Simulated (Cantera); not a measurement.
Source: NASA polynomial tables (part measured, part estimated), evaluated in Cantera. Values are per mole of reaction as written; species without (g) are pure solids or liquids, kept so even where they would boil at 1 bar.

**Question.** Between 300 and 2600 K, where is each reaction favourable under standard conditions?
- C₃H₈(g) = 3 C + 8 H(g)
- C₂H₆(g) = 6 H(g) + 2 C

**Answer.** 
- C₃H₈(g) = 3 C + 8 H(g): ΔG° is 1649 kJ at 300 K and -140 kJ at 2600 K; it changes sign between 2300 and 2450 K. ΔH° is 1952 kJ and ΔS° 804 J/K at 2600 K.
- C₂H₆(g) = 6 H(g) + 2 C: ΔG° is 1251 kJ at 300 K and -35 kJ at 2600 K; it changes sign between 2450 and 2600 K. ΔH° is 1475 kJ and ΔS° 581 J/K at 2600 K.
